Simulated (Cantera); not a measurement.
An adiabatic, constant-volume homogeneous reactor starts with 11.9 % CH4, 13.2 % O2, 74.2 % N2, 0.680 % H2O, equivalence ratio 1.8, at 1150 K and 1700000 Pa.

Cantera simulation using GRI-Mech 3.0 (53 species, 325 reactions); the numbers are that mechanism's predictions, not measurements. The pressure lies above the range GRI-Mech 3.0 was tuned for (to about 10 atm).

Predict: time of steepest temperature rise; temperature at 3.00 s; equilibrium temperature; x(CH4) at 3.00 s; x(O2) at 3.00 s; x(CH2O) at 3.00 s; x(OH) at 3.00 s.


| Item | Result |
|---|---|
| time of steepest temperature rise | 8.68 ms |
| temperature at 3.00 s | 2406 K |
| equilibrium temperature | 2406 K |
| x(CH4) at 3.00 s | 5.92e-9 (gas-phase equilibrium 6.55e-9) |
| x(O2) at 3.00 s | 4.90e-7 (gas-phase equilibrium 4.90e-7) |
| x(CH2O) at 3.00 s | 1.44e-7 (gas-phase equilibrium 1.44e-7) |
| x(OH) at 3.00 s | 0.000182 (gas-phase equilibrium 0.000182) |
